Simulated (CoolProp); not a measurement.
n-heptane at several states: fugacity coefficient from the reference equation and from simpler models built on Tc = 268.1 °C, pc = 27.74 bar, ω = 0.349; each cubic takes its own stable root.

Computed with CoolProp (reference Helmholtz-energy equation of state, Span 2003). It is a short technical equation, of lower accuracy than the large ones.

```json
[
 {"T (°C)": "-8.05", "p (bar)": "1.34", "phase": "liquid", "reference": "0.006839"},
 {"T (°C)": "-55.35", "p (bar)": "76", "phase": "liquid", "reference": "3.973e-6"},
 {"T (°C)": "47.15", "p (bar)": "4.57", "phase": "liquid", "reference": "0.03708"}
]
```

Question: How far does each simpler model (van der Waals, Redlich-Kwong, Peng-Robinson) lie from the reference over these 3 states: mean and median of the absolute difference, and the worst?

Answer: 
- van der Waals: mean 46288.0 %, median 6994.6 %, worst +130733.1 % at -55.35 °C and 76 bar
- Redlich-Kwong: mean 539.6 %, median 414.4 %, worst +1014.3 % at -55.35 °C and 76 bar
- Peng-Robinson: mean 10.1 %, median 6.1 %, worst +23.3 % at -55.35 °C and 76 bar
